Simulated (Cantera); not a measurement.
# Halide evaporation, hydrolysis and transport: LiCl + HCl + H2

A closed system holds: 1 mol LiCl, 3.1 mol HCl, 230 mol H2, held at 1800 K and 0.133 bar.

These are equilibrium values from Cantera (NASA tables, ideal gas, pure condensed phases), not measurements of a reactor. Candidate condensed phases: Li, LiCl, LiH; 11 gas species. Equilibrium is a limit: real reactors are often held back by kinetics, nucleation or transport.

```
Property                              Value
--------------------------------  ---------
x(H2)                                 0.982
x(HCl)                               0.0132
x(LiCl)                             0.00426
x(H)                               0.000972
x(Cl)                               1.00e-5
x(Li)                               6.37e-6
gas amount                        234.2 mol
log10 activity of Li(l) (absent)      -6.53
```
